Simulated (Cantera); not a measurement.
**Low-pressure radical oxidation in H2/O2**

A perfectly stirred reactor is fed with 9.09 % H₂, 64.9 % O₂, 26.0 % N₂, equivalence ratio 0.070, at 130 Pa; it is held at 1150 K, and followed from long to short residence time.

Model: GRI-Mech 3.0 (53 species, 325 reactions), integrated in Cantera. Radical loss at walls, strong at low pressure, is not modelled. The temperature is held fixed by assumption; the heat of reaction is taken as removed at once.

| τ (s) | x H₂ | x O₂ | x H | x NO₂ | x N₂O | x HO₂ |
|---|---|---|---|---|---|---|
| 0.47 | 0.00317 | 0.597 | 0.0219 | <1e-12 | 2.05e-10 | 4.65e-7 |
| 0.20 | 0.00416 | 0.595 | 0.0254 | <1e-12 | 1.77e-10 | 4.65e-7 |
| 0.087 | 0.00596 | 0.595 | 0.0275 | <1e-12 | 1.43e-10 | 4.66e-7 |
| 0.037 | 0.00976 | 0.598 | 0.0286 | <1e-12 | 9.88e-11 | 4.65e-7 |
| 0.016 | 0.0173 | 0.604 | 0.0277 | <1e-12 | 5.53e-11 | 4.55e-7 |
| 0.0070 | 0.0315 | 0.613 | 0.0234 | <1e-12 | 2.34e-11 | 4.25e-7 |
| 0.0030 | 0.0574 | 0.629 | 0.0132 | <1e-12 | 5.96e-12 | 3.57e-7 |
x: mole fraction; the columns are a selection and need not sum to one.
